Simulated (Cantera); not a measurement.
Mixture: CH4 : O2 : N2 = 1 : 2.25 : 8.45 (molar parts), at 5.00 bar, adiabatic and at constant volume. Ignition delay is the time to a rise of 400 K.

Detailed kinetics in Cantera: GRI-Mech 3.0 (53 species, 325 reactions).

### Question
What does this change do: pressure from 5.00 bar to 10.0 bar?

### Answer
```tsv
quantity	before	after
delay at 1225 K	6.52 ms	3.15 ms
delay at 1325 K	1.94 ms	0.992 ms
delay at 1425 K	0.643 ms	0.346 ms
delay at 1525 K	0.235 ms	0.132 ms
delay at 1625 K	95.7 µs	54.7 µs
apparent activation energy between 1525 and 1625 K	190 kJ/mol	180 kJ/mol
```

### Question
What does this change do: pressure from 5.00 bar to 1.90 bar?

### Answer
```
quantity                                                before       after
--------------------------------------------------  ----------  ----------
delay at 1225 K                                        6.52 ms     16.5 ms
delay at 1325 K                                        1.94 ms     4.56 ms
delay at 1425 K                                       0.643 ms     1.43 ms
delay at 1525 K                                       0.235 ms    0.507 ms
delay at 1625 K                                        95.7 µs    0.207 ms
apparent activation energy between 1525 and 1625 K  190 kJ/mol  180 kJ/mol
```

### Question
What does this change do: constant pressure in place of constant volume?

### Answer
```tsv
quantity	before	after
delay at 1225 K	6.52 ms	6.84 ms
delay at 1325 K	1.94 ms	2.05 ms
delay at 1425 K	0.643 ms	0.684 ms
delay at 1525 K	0.235 ms	0.251 ms
delay at 1625 K	95.7 µs	0.102 ms
apparent activation energy between 1525 and 1625 K	190 kJ/mol	190 kJ/mol
```
